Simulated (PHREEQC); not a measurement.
Solution (55 °C): 0.059 mol/kgw NaCl and 4.1e-05 mol/kgw (CH3)4NF. Closed to the air; pH follows from the charge balance.

All values are PHREEQC results (ion-association model, phreeqc.dat), not measurements.

This is a speciation only: nothing precipitates in the calculation.

Question: Estimate the pH, density, specific conductance.

Answer: pH 6.57; density 0.988 g/cm³; specific conductance 11300 µS/cm.

Question: In which forms is F present?

Answer: F- 98 %, NaF 2.1 % of the F.

(CH3)4N+ isn't in the database: it is added as a free cation with an ion size of 4 Å. At this temperature some constants are extrapolated from 25 °C, and those without enthalpy data are left unchanged.
